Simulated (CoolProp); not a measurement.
R236FA along the isotherm 282.7 K: density (kg/m³) from the reference equation and from simpler models built on Tc = 398.1 K, pc = 31.91 bar, ω = 0.377; each cubic takes its own stable root.

Values from CoolProp's reference Helmholtz-energy equation of state, Pan 2012.

```csv
p (bar),phase,reference
3.42,liquid,1412
6.84,liquid,1413
10.3,liquid,1415
13.7,liquid,1416
17.1,liquid,1417
20.5,liquid,1419
23.9,liquid,1420
27.4,liquid,1421
30.8,liquid,1423
34.2,liquid,1424
37.6,liquid,1425
41,liquid,1426
44.4,liquid,1428
47.9,liquid,1429
```

Q: How far does each simpler model (Redlich-Kwong, Peng-Robinson) lie from the reference over these 14 states: mean and median of the absolute difference, and the worst?

A: 
- Redlich-Kwong: mean 14.1 %, median 14.1 %, worst -15.0 % at 282.7 K and 3.42 bar
- Peng-Robinson: mean 2.6 %, median 2.6 %, worst +2.8 % at 282.7 K and 47.9 bar
